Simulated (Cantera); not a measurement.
Input: 1 mol PbO, 1.2 mol CO, 16 mol N2, a varied amount of H2, equilibrated at 1075 K and 1.43 Torr.

These are equilibrium values from Cantera (NASA tables, ideal gas, pure condensed phases), not measurements of a reactor. Candidate condensed phases: C, C6H6, C7H8, C8H18, H2O, Pb, PbO, PbO2, Pb3O4; 139 gas species. Kinetics and transport are ignored.

x: gas mole fraction; n: condensed amount in mol.

```tsv
n(H2) (mol)	x N2	x H2	x CO2	x CO	x Pb	x H2O	x PbO	n Pb(l)
0.19	0.883	0.00308	0.0478	0.0185	0.0400	0.00741	7.44e-7	0.276
0.25	0.880	0.00445	0.0457	0.0203	0.0400	0.00931	6.46e-7	0.273
0.33	0.876	0.00650	0.0432	0.0225	0.0400	0.0116	5.50e-7	0.270
0.44	0.871	0.00965	0.0401	0.0252	0.0400	0.0143	4.58e-7	0.266
0.58	0.864	0.0141	0.0368	0.0280	0.0400	0.0172	3.77e-7	0.260
0.77	0.855	0.0207	0.0330	0.0311	0.0400	0.0204	3.05e-7	0.252
1	0.844	0.0293	0.0293	0.0340	0.0400	0.0235	2.47e-7	0.242
1.3	0.830	0.0410	0.0255	0.0368	0.0400	0.0264	1.99e-7	0.230
1.8	0.808	(withheld)	(withheld)	0.0398	0.0400	(withheld)	(withheld)	(withheld)
2.4	0.784	0.0855	0.0169	0.0419	0.0400	0.0321	1.16e-7	0.184
3.1	0.757	0.113	0.0137	0.0430	0.0400	0.0336	9.17e-8	0.155
4.2	0.718	(withheld)	(withheld)	0.0434	0.0400	0.0344	(withheld)	(withheld)
5.5	0.677	0.198	0.00797	0.0428	0.0400	0.0343	5.35e-8	0.0549
```

Problem. Complete the blanks.

Solution. 
- 1.8, x H2: 0.0612
- 1.8, x CO2: 0.0208
- 1.8, x H2O: 0.0297
- 1.8, x PbO: 1.50e-7
- 1.8, n Pb(l): 0.209
- 4.2, x H2: 0.154
- 4.2, x CO2: 0.0104
- 4.2, x PbO: 6.90e-8
- 4.2, n Pb(l): 0.109
